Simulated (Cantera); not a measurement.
Feed: 1 mol HMDSO, 0.14 mol CO2, 1.2 mol N2, at 24.0 Torr.

Method: chemical equilibrium by Gibbs-energy minimisation in Cantera with the NASA 1993 tables (ideal gas, pure condensed phases). Candidate condensed phases: C, C6H6, C7H8, C8H18, H2O, Si, SiC, SiO2, Si2N2O, Si3N4; 151 gas species. The feed counts by its element totals alone. N2 is the only nitrogen source here; it is nearly inert below about 1500 K, so the nitride shown seldom forms there in practice. Rates play no part. All values below are at 575 °C.

Base state: H2 0.949, N2 0.0321, CH4 0.0185, CO 2.56e-5, NH3 1.00e-5 (mole fractions); condensed: C(graphite) + SiO2(β-quartz) + Si2N2O(s).

What changes in the equilibrium state with this change: pressure from 24.0 Torr to 38.3 Torr?


```tsv
species	before	after
H2	0.949	0.939
N2	0.0321	0.0325
CH4	0.0185	0.0288
NH3	1.00e-5	1.58e-5
CO	2.56e-5	1.88e-5
C(graphite), mol	5.97	5.88
SiO2(β-quartz), mol	0.186	0.187
Si2N2O(s), mol	0.907	0.907
```
